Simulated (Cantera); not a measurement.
What does this Cantera script print?

```python
import numpy as np
import cantera as ct

gas_names = """
    B BCL BCL2 BCL3 BH BH2 BH3 BN B2 CL CL2 H HCL H2 N NH NH2 NH3 N2 N2H2 N2H4
""".split()
cond_names = """
    B(b) B(L) BN(s) NH4CL(a) NH4CL(b)
""".split()


def load(file, names, dense=False):
    # The tables refer to 1 bar. Condensed volumes are neglected.
    table = {s.name: s for s in ct.Species.list_from_file(file)}
    out = []
    for n in names:
        d = dict(table[n].input_data)
        d["thermo"] = dict(d["thermo"], **{"reference-pressure": 1e5})
        if dense:
            d["equation-of-state"] = {"model": "constant-volume", "density": "1e6 g/cm^3"}
        out.append(ct.Species.from_dict(d))
    return out


gas = ct.Solution(thermo="ideal-gas", species=load("nasa_gas.yaml", gas_names))
cond = {s.name: ct.Solution(thermo="fixed-stoichiometry", species=[s], name=s.name)
        for s in load("nasa_condensed.yaml", cond_names, dense=True)}
atoms = {
    'BN': {'B': 1, 'N': 1},
    'Cl2': {'CL': 2},
    'H2': {'H': 2},
}
top_T = {'BN(s)': 3200}  # K; cautious upper limits of use, not melting points


def equilibrate(T, P, feed):
    n = {}
    for name, mol in feed.items():
        for a, k in atoms[name].items():
            n[a] = n.get(a, 0.0) + k * mol
    gas.TPX = T, P, n
    mass = sum(n.values()) * gas.mean_molecular_weight
    gas.equilibrate("TP")
    valid = [c for c in cond.values() if c.min_temp <= T <= top_T.get(c.name, c.max_temp)]
    mix = ct.Mixture([(gas, mass / gas.mean_molecular_weight)] + [(c, 0.0) for c in valid])
    mix.T, mix.P = T, P
    mix.equilibrate("TP", solver="vcs", rtol=1e-11, max_steps=5000)
    return mix


results = []
feed = {'BN': 1, 'Cl2': 1.8, 'H2': 12}  # mol
T = 1623  # K
P = 100000  # Pa
mix = equilibrate(T, P, feed)
results.append((T, P, feed, dict(zip(mix.species_names, mix.species_moles))))
x = sorted(zip(gas.X, gas.species_names), reverse=True)
print(f"T = {T:g} K  P = {P:g} Pa  gas = {mix.phase_moles(0):.4g} mol")
print("   x: " + "  ".join(f"{s} {v:.3e}" for v, s in x if v > 1e-05))
print("   condensed (mol): " + ("  ".join(f"{mix.phase(i).name} {mix.phase_moles(i):.4g}"
      for i in range(1, mix.n_phases) if mix.phase_moles(i) > 1e-12) or "none"))
```

Output:

```
T = 1623 K  P = 100000 Pa  gas = 13.8 mol
   x: H2 7.402e-01  HCL 2.585e-01  BCL3 7.704e-04  N2 3.955e-04  H 5.947e-05  CL 1.636e-05  BCL2 1.586e-05
   condensed (mol): BN(s) 0.9891
```

Method: chemical equilibrium by Gibbs-energy minimisation in Cantera with the NASA 1993 tables (ideal gas, pure condensed phases). The tables' values for BCl2 are old estimates; treat these amounts as uncertain. Gases not in the tables: BHCl2.
